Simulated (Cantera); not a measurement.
A perfectly stirred reactor is fed with CH₄ : CO₂ : H₂ = 1 : 2.1 : 0.53 (molar parts), at 620000 Pa; it is held at 1850 K, and followed from long to short residence time.

Model: GRI-Mech 3.0 (53 species, 325 reactions), integrated in Cantera.

One state of this run: x CH₄ = 0.231; x CO₂ = 0.541; x H₂ = 0.167; x HO₂ = 2.97e-12; x CO = 0.0222; x CH₃ = 0.00163; x H = 6.10e-5. x: mole fraction; the columns are a selection and need not sum to one.

### Question
Which value of τ (s) does it belong to?
(A) 0.011
(B) 0.34
(C) 0.00011
(D) 0.00035

### Answer
C, 0.00011
